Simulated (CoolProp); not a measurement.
The fluid at 386.27 K and 0.268 MPa flows at 5.3 m/s in a round tube of 2 mm bore and 15 µm roughness, fully developed (64/Re and Nu = 3.66 if laminar; Colebrook and Gnielinski if turbulent). The same conditions are run with several fluids, on thermodynamics alone (safety and materials aside).

Model: reference Helmholtz-energy equation of state of each fluid (R404A: Lemmon 2003; carbon dioxide: Span 1996; isobutane: Bücker 2006; R141b: Lemmon 2006; R142b: Lemmon 2006), in CoolProp. Blends and air are pseudo-pure fits.

```json
[
 {"fluid": "R404A", "Reynolds number": "5620", "Darcy friction factor": "0.0441", "pressure drop (Pa/m)": "2570", "heat-transfer coefficient (W/(m² K))": "235", "mass flow (kg/h)": "0.497"},
 {"fluid": "carbon dioxide", "Reynolds number": "2060", "Darcy friction factor": "0.0311", "pressure drop (Pa/m)": "(withheld)", "heat-transfer coefficient (W/(m² K))": "(withheld)", "mass flow (kg/h)": "(withheld)"},
 {"fluid": "isobutane", "Reynolds number": "5510", "Darcy friction factor": "0.0442", "pressure drop (Pa/m)": "1550", "heat-transfer coefficient (W/(m² K))": "304", "mass flow (kg/h)": "(withheld)"},
 {"fluid": "R141b", "Reynolds number": "9090", "Darcy friction factor": "0.0410", "pressure drop (Pa/m)": "2940", "heat-transfer coefficient (W/(m² K))": "(withheld)", "mass flow (kg/h)": "0.612"},
 {"fluid": "R142b", "Reynolds number": "6790", "Darcy friction factor": "(withheld)", "pressure drop (Pa/m)": "2590", "heat-transfer coefficient (W/(m² K))": "247", "mass flow (kg/h)": "0.517"}
]
```

**Question.** What belongs in the gaps?

**Answer.** 
- carbon dioxide, pressure drop (Pa/m): 807
- carbon dioxide, heat-transfer coefficient (W/(m² K)): 43.3
- carbon dioxide, mass flow (kg/h): 0.221
- isobutane, mass flow (kg/h): 0.300
- R141b, heat-transfer coefficient (W/(m² K)): 293
- R142b, Darcy friction factor: 0.0427

Transport values come from each fluid's own correlations; those of R141b, R142b are estimates that may be off by 10 % or more.
